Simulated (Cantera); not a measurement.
Premixed flame

A freely propagating, adiabatic, planar premixed flame of 19.7 % H2, 18.2 % O2, 62.1 % N2, equivalence ratio 0.54, unburnt at 475 K and 82.5 Torr; mixture-averaged transport, grid criteria slope 0.08 and curve 0.16, no radiation.

Detailed kinetics in Cantera: the H2/O2 subset of GRI-Mech 3.0, which has no nitrogen chemistry. Burning velocities carry a grid error of a few per cent, more on coarse grids. Lean hydrogen flames are cellular in practice and burn faster than this planar one.

```csv
z (mm),T (K),u (m/s),x H2,x O2,x H,x OH,x H2O,x H2O2
-20.6,475,2.55,0.197,0.182,<1e-8,<1e-8,<1e-8,<1e-8
-13.8,475,2.55,0.197,0.182,<1e-8,<1e-8,<1e-8,<1e-8
-10.3,475,2.55,0.197,0.182,<1e-8,<1e-8,<1e-8,<1e-8
-6.88,475,2.55,0.197,0.182,1.39e-8,<1e-8,1.17e-7,<1e-8
-3.44,492,2.63,0.192,0.183,0.000147,5.82e-5,0.00100,4.05e-6
-1.72,678,3.55,0.160,0.179,0.00513,0.000431,0.0182,3.76e-6
0,1028,5.24,0.0746,0.146,0.0275,0.00220,0.0919,8.60e-7
1.72,1271,6.43,0.0208,0.105,0.0354,0.00576,0.160,1.10e-6
3.44,1390,6.99,0.0139,0.0970,0.0294,0.00755,0.174,8.36e-7
6.88,1517,7.57,0.0123,0.0941,0.0206,0.00934,0.182,4.95e-7
13.8,1642,8.13,0.0101,0.0923,0.0125,0.0105,0.190,2.58e-7
27.5,1753,8.61,0.00710,0.0915,0.00630,0.0104,0.199,1.37e-7
55.0,1838,8.97,0.00416,0.0914,0.00253,0.00899,0.206,7.83e-8
```
x: mole fraction of selected species; z is measured from the peak of heat release.

```json
{
 "laminar_burning_velocity": "255 cm/s",
 "thermal_thickness": "6.88 mm",
 "peak x(H)": "0.0359",
 "peak x(OH)": "0.0106",
 "peak x(H2O2)": "6.27e-6",
 "grid_points": "126"
}
```
